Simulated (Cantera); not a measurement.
An isothermal, constant-pressure homogeneous reactor starts with 2.04 % C2H6, 98.0 % N2, at 1100 K and 128 Torr.

Cantera simulation using GRI-Mech 3.0 (53 species, 325 reactions); the numbers are that mechanism's predictions, not measurements. GRI-Mech 3.0 stops at C3 and has no aromatics, soot or wall deposition, so with more carbon than oxygen in the feed, carbon stays in small species such as C2H2 where larger ones or solid carbon would form.

One state of this run: x C2H6 = 0.0145; x HCN = 1.38e-11; x H = 5.52e-7; x C2H4 = 0.00544; x C2H2 = 0.000106; x C2H = <1e-12; x H2 = 0.00549. x: mole fraction; the columns are a selection and need not sum to one.

**Question.** Which value of t (s) does it belong to?
(A) 19.2
(B) 0.161
(C) 1.09
(D) 0.00135

**Answer.** B, 0.161
